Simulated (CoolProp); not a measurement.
Properties of oxygen along the isotherm 161.9 K (Tc = 154.6 K, pc = 5.046 MPa, ω = 0.022).

Model: reference Helmholtz-energy equation of state, Schmidt 1985, in CoolProp.

```
p (MPa)          phase  density (kg/m³)  cp (kJ/(kg K))  Joule-Thomson coefficient (K/MPa)  isothermal compressibility (1/MPa)
-------  -------------  ---------------  --------------  ---------------------------------  ----------------------------------
3.15               gas            94.90           1.381                              8.014                              0.4193
6.31     supercritical            383.1           9.515                              4.949                              0.6853
9.46     supercritical            678.0           2.982                              1.120                             0.04495
12.6     supercritical            745.8           2.306                             0.5662                             0.02145
15.8     supercritical            788.1           2.043                             0.3088                             0.01410
18.9     supercritical            818.5           1.903                             0.1598                             0.01065
22.1     supercritical            843.8           1.809                            0.05544                            0.008532
25.2     supercritical            864.4           1.744                           -0.01842                            0.007174
```

The peak of cp marks the crossing from liquid-like to gas-like fluid above the critical point.
